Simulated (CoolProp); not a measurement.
Computed with CoolProp (reference Helmholtz-energy equation of state, Schmidt 1985).

Question: For oxygen, give the phase and the Joule-Thomson coefficient (K/MPa), viscosity (µPa s), Prandtl number at 150.8 K and 38.8 bar; 150.8 K and 136 bar; 150.8 K and 252 bar.

Answer: 
- 150.8 K and 38.8 bar: gas; Joule-Thomson coefficient 9.12, viscosity 13.5, Prandtl number 1.66
- 150.8 K and 136 bar: liquid; Joule-Thomson coefficient 0.152, viscosity 66.6, Prandtl number 1.57
- 150.8 K and 252 bar: liquid; Joule-Thomson coefficient -0.120, viscosity 83.0, Prandtl number 1.42

Viscosity comes from a separate model (Lemmon 2004). Thermal conductivity comes from a separate model (Lemmon 2004).
